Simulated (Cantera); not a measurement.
Hydrogen reduction and annealing atmospheres: CuO + H2 + N2

Feed: 1 mol CuO, 1.5 mol H2, a varied amount of N2, at 55.0 mbar.

These are equilibrium values from Cantera (NASA tables, ideal gas, pure condensed phases), not measurements of a reactor. Candidate condensed phases: Cu, CuO, Cu(OH)2, Cu2O, H2O; 27 gas species. The numbers say what is thermodynamically allowed, not how fast it happens.

Stable condensed phases:

```
T in K \ n(N2) in mol
         9.6  12  14  17  20  24  29  35  41  50  60  72  86
   2198    A   A   A   A   A   A   A   A   A   A   A   A   A
   2148    A   A   A   A   A   A   A   A   A   A   A   A   A
   2098    A   A   A   A   A   A   A   A   A   A   A   A   A
   2048    A   A   A   A   A   A   A   A   A   A   A   A   A
   1998    B   A   A   A   A   A   A   A   A   A   A   A   A
   1948    B   B   B   B   A   A   A   A   A   A   A   A   A
   1898    B   B   B   B   B   B   B   A   A   A   A   A   A
   1848    B   B   B   B   B   B   B   B   B   B   A   A   A
   1798    B   B   B   B   B   B   B   B   B   B   B   B   B
   1748    B   B   B   B   B   B   B   B   B   B   B   B   B
   1698    B   B   B   B   B   B   B   B   B   B   B   B   B
   1648    B   B   B   B   B   B   B   B   B   B   B   B   B
   1598    B   B   B   B   B   B   B   B   B   B   B   B   B
   1548    B   B   B   B   B   B   B   B   B   B   B   B   B
```

A: gas only; B: Cu.
